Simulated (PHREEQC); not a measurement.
NH3 is added in steps, without added water, to 1 kg of water holding 0.0064 mol/kgw NaHCO3, 0.00041 mol/kgw Na2B4O7 and 0.0012 mol/kgw NaCl, at 45 °C. Oxygen alone is held at its pressure in air (log pO2 = -0.68). No CO2 enters from the air. The run lets Halite, Nahcolite, Natron precipitate or redissolve, and no other solid.

Base run: PHREEQC, ion-association model, wateq4f.dat. Each further column changes one thing. The table gives pH.

```tsv
NH3 added (mol)	base	NaHCO3 left out	temperature from 45 to 70 °C	NaHCO3 from 0.0064 to 0.0128 mol/kgw	no solid may form
0	8.69	9.02	8.49	8.50	8.69
0.0023	9.05	9.39	8.72	8.86	9.05
0.0046	9.20	9.55	8.83	9.02	9.20
0.00575	9.25	9.61	8.87	9.07	9.25
0.00805	9.33	9.70	8.94	9.16	9.33
0.01035	9.40	9.77	8.99	9.22	9.40
0.01265	9.45	9.83	9.03	9.27	9.45
0.01495	9.49	9.88	9.07	9.32	9.49
0.01725	9.53	9.92	9.10	9.35	9.53
0.0184	9.55	9.94	9.12	9.37	9.55
0.0207	9.58	9.98	9.14	9.40	9.58
0.023	9.61	10.01	9.17	9.43	9.61
```

At this temperature some constants are extrapolated from 25 °C, and those without enthalpy data are left unchanged. Carbamate, which ammonia and carbonate form, is missing from the database. Solids allowed in the column 'NaHCO3 left out': Halite.
